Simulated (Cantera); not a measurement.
A Cantera script and its output.

```python
import numpy as np
import cantera as ct

gas = ct.Solution("gri30.yaml")
gas.TPX = 725, 101325, {'H2': 1, 'O2': 0.455, 'N2': 1.71}
inlet = ct.Reservoir(gas, clone=True)
gas.equilibrate("HP")  # start burning
reactor = ct.IdealGasConstPressureReactor(gas, energy="on", clone=False)
exhaust = ct.Reservoir(gas, clone=True)
tau = [0.25, 0.091, 0.033, 0.012, 0.0044, 0.0016, 0.00058, 0.00021, 7.7e-05, 2.8e-05, 1e-05, 3.7e-06][0]
for a, b in ((inlet, reactor), (reactor, exhaust)):
    ct.MassFlowController(a, b, mdot=lambda t: reactor.mass / tau)
net = ct.ReactorNet([reactor])
show = ['H2', 'O2', 'H', 'H2O2', 'H2O', 'NO', 'N2O']

rows = []
print(f"{'tau/s':>10s}{'T/K':>9s}" + "".join(f"{s:>11s}" for s in show))
for tau in [0.25, 0.091, 0.033, 0.012, 0.0044, 0.0016, 0.00058, 0.00021, 7.7e-05, 2.8e-05, 1e-05, 3.7e-06]:
    net.initial_time = 0.0
    net.advance(30 * tau)
    before = gas.X
    net.advance(40 * tau)
    drift = np.max(np.abs(gas.X - before) / (gas.X + 1e-9))
    rows.append([gas.T, *gas[show].X, drift])
    print(f"{tau:10.3e}{gas.T:9.1f}" + "".join(f"{x:11.3e}" for x in gas[show].X))
```

It prints:

```
     tau/s      T/K         H2         O2          H       H2O2        H2O         NO        N2O
 2.500e-01   2594.9  4.677e-02  3.750e-03  8.229e-03  1.618e-07  3.057e-01  3.155e-03  1.573e-07
 9.100e-02   2593.1  4.686e-02  3.819e-03  8.333e-03  1.629e-07  3.054e-01  3.085e-03  1.550e-07
 3.300e-02   2588.1  4.710e-02  4.004e-03  8.614e-03  1.656e-07  3.047e-01  2.903e-03  1.492e-07
 1.200e-02   2574.8  4.773e-02  4.479e-03  9.353e-03  1.717e-07  3.030e-01  2.481e-03  1.364e-07
 4.400e-03   2542.0  4.932e-02  5.578e-03  1.118e-02  1.825e-07  2.988e-01  1.721e-03  1.142e-07
 1.600e-03   2468.4  5.276e-02  7.784e-03  1.544e-02  1.999e-07  2.898e-01  8.464e-04  8.600e-08
 5.800e-04   2336.1  5.798e-02  1.132e-02  2.387e-02  2.442e-07  2.753e-01  3.029e-04  6.321e-08
 2.100e-04   2151.8  6.314e-02  1.589e-02  3.734e-02  3.728e-07  2.576e-01  1.139e-04  5.311e-08
 7.700e-05   1938.6  6.682e-02  2.125e-02  5.491e-02  7.277e-07  2.399e-01  5.938e-05  4.915e-08
 2.800e-05   1710.3  7.170e-02  2.864e-02  7.383e-02  1.707e-06  2.213e-01  2.947e-05  4.427e-08
 1.000e-05   1455.9  1.009e-01  4.747e-02  8.025e-02  3.814e-06  1.852e-01  8.332e-06  3.176e-08
 3.700e-06    725.0  3.160e-01  1.438e-01  1.707e-15 -2.213e-18 -3.681e-15 -4.349e-20 -2.159e-22
```

Model: GRI-Mech 3.0 (53 species, 325 reactions), integrated in Cantera.
